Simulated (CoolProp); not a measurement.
R1234yf along the isotherm 329.7 K: fugacity coefficient from the reference equation and from simpler models built on Tc = 367.8 K, pc = 3384 kPa, ω = 0.276; each cubic takes its own stable root.

Values from CoolProp's reference Helmholtz-energy equation of state, Lemmon 2022.

```
p (kPa)   phase  reference
-------  ------  ---------
3080     liquid     0.4069
6150     liquid     0.2315
9230     liquid     0.1747
12300    liquid     0.1479
15400    liquid     0.1332
18500    liquid     0.1247
21500    liquid     0.1201
24600    liquid     0.1178
27700    liquid     0.1172
30800    liquid     0.1179
33800    liquid     0.1197
```

### Question
How far does each simpler model (van der Waals, Redlich-Kwong, Soave-Redlich-Kwong, Peng-Robinson) lie from the reference over these 11 states: mean and median of the absolute difference, and the worst?

### Answer
- van der Waals: mean 91.1 %, median 90.2 %, worst +147.1 % at 329.7 K and 33800 kPa
- Redlich-Kwong: mean 25.6 %, median 26.4 %, worst +33.3 % at 329.7 K and 33800 kPa
- Soave-Redlich-Kwong: mean 11.4 %, median 11.9 %, worst +17.3 % at 329.7 K and 33800 kPa
- Peng-Robinson: mean 0.6 %, median 0.6 %, worst -1.5 % at 329.7 K and 33800 kPa
